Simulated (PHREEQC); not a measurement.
# Buffer (model solution)

A solution holds 0.017 mol HF, 0.00025 mol Na2SO4 and 0.00099 mol NaCl per kg of water, at 26 °C. Closed to the air; pH follows from the charge balance.

All values are PHREEQC results (ion-association model, wateq4f.dat), not measurements.

Precipitation was switched off in this run.

### Question
What pH, ionic strength does the model give?

### Answer
pH 2.53; ionic strength 0.00485 mol/kgw.

### Question
In which forms is S present?

### Answer
SO4-2 81 %, HSO4- 19 % of the S.

Complexes and solids missing from the database can't appear.
